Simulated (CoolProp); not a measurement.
The fluid at 298.15 K and 0.00523 MPa expands adiabatically to 0.00113 MPa with isentropic efficiency 1. The same conditions are run with several fluids, on thermodynamics alone (safety and materials aside).

The numbers come from the reference Helmholtz-energy equation of state of each fluid (methanol: de Reuck 1993; sulfur dioxide: Gao 2016; trans-2-butene: Lemmon 2005; oxygen: Schmidt 1985) in CoolProp.

### Question
Rank methanol, sulfur dioxide, trans-2-butene, oxygen by work (kJ/kg), highest first.

### Answer
methanol (105), oxygen (96.2), trans-2-butene (62.8), sulfur dioxide (50.5)

```json
[
 {"fluid": "methanol", "final temperature (K)": "254.4", "final phase": "two-phase, vapour fraction 0.966", "final density (kg/m³)": "0.0179"},
 {"fluid": "sulfur dioxide", "final temperature (K)": "213.7", "final phase": "gas", "final density (kg/m³)": "0.0408"},
 {"fluid": "trans-2-butene", "final temperature (K)": "255.7", "final phase": "gas", "final density (kg/m³)": "0.0298"},
 {"fluid": "oxygen", "final temperature (K)": "192.7", "final phase": "gas", "final density (kg/m³)": "0.0226"}
]
```
